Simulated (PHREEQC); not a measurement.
## Nickel, zinc or cadmium bath with hard or scaling water: speciation

Solution A (1.4 mmol/kgw CdCl2, 0.85 mmol/kgw Na2SO4 and 27 mmol/kgw HCl) is mixed with solution B (0.00041 mol/kgw CaSO4, 0.00055 mol/kgw CO2 and 0.0015 mol/kgw MgSO4) at 25 °C; shares are by mass of water, 1 kg in all. Oxygen alone is held at its pressure in air (log pO2 = -0.68). The system is closed to CO2. Only these solids could form: Calcite, Gypsum, Halite, Cd(OH)2, Otavite.

The series has 21 steps of share of solution B, from 0 to 1.

Equilibrium calculation in PHREEQC: ion-association model, phreeqc.dat.

Between which two steps does the pH jump most, and from what to what?

Between share of solution B = 0.95 and 1: from 2.95 to 4.83.
